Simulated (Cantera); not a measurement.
**Silicon oxide and oxynitride deposition: SiH₄ + NO + N₂**

Charge: 1 mol SiH₄, a varied amount of NO, 50 mol N₂, held at 900 K and 7.50 Torr.

Equilibrium computed with Cantera from the NASA thermochemical tables; the gas is ideal and each condensed phase is pure. Candidate condensed phases: H₂O, Si, SiO₂, Si₂N₂O, Si₃N₄; 35 gas species. The numbers say what is thermodynamically allowed, not how fast it happens.

| n(NO) (mol) | log p N₂ | log p H₂ | log p H₂O | log p O₂ | log p NO | log p NH₃ | log p OH | n SiO₂(β-quartz) | n Si₂N₂O(s) |
|---|---|---|---|---|---|---|---|---|---|
| 1.1 | -2.02 | -3.42 | -8.16 | <-14 | <-14 | -9.05 | <-14 | 0.400 | 0.300 |
| 1.3 | -2.02 | -3.42 | -8.16 | <-14 | <-14 | -9.05 | <-14 | 0.533 | 0.233 |
| 1.6 | -2.02 | -3.42 | -8.16 | <-14 | <-14 | -9.06 | <-14 | 0.733 | 0.133 |
| 1.9 | -2.02 | -3.42 | -8.17 | <-14 | <-14 | -9.06 | <-14 | 0.933 | 0.0333 |
| 2.3 | -2.02 | -3.50 | -4.25 | <-14 | <-14 | -9.17 | <-14 | 1.00 | 0 |
| 2.9 | -2.02 | -3.69 | -3.77 | <-14 | <-14 | -9.45 | <-14 | 1.00 | 0 |
| 3.5 | -2.02 | -4.03 | -3.55 | <-14 | <-14 | -9.97 | <-14 | 1.00 | 0 |
| 4.3 | -2.02 | -12.65 | -3.43 | -4.56 | -7.93 | <-14 | -10.07 | 1.00 | 0 |
| 5.2 | -2.02 | -12.95 | -3.44 | -3.96 | -7.64 | <-14 | -9.92 | 1.00 | 0 |
log p: log10 of the partial pressure in bar; n: condensed amount in mol.

From 1.1 mol NO to 1.9 mol NO the condensed part is SiO₂(β-quartz) + Si₂N₂O(s). From 2.3 mol NO to 5.2 mol NO the condensed part is SiO₂(β-quartz).
